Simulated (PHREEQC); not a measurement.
A column of 0.5 m (40 cells, dispersivity 0.018 m, 3600 s a shift, diffusion coefficient 3e-10 m²/s) holds 0.027 eq of the database's cation exchanger X per kg of pore water, first in equilibrium with 24 mmol/kgw MgSO4 and 0.01 mmol/kgw HCl. It is flushed with 0.028 mol Na2SO4, 0.0042 mol KBr and 1e-05 mol HCl per kg of water, at 25 °C. Values are for the last cell. CO2 from the air is kept out. No solid was allowed to form.

The series has 31 steps of pore volumes, from 0 to 3.013.

Computed with PHREEQC (ion-association model, phreeqc.dat).

After how many pore volumes does Na at the outlet first reach half of its feed value?

By 1.2 pore volumes.

After how many pore volumes does Br at the outlet first reach half of its feed value?

By 1.0 pore volumes.

After how many pore volumes does K at the outlet first reach half of its feed value?

By 2.4 pore volumes.
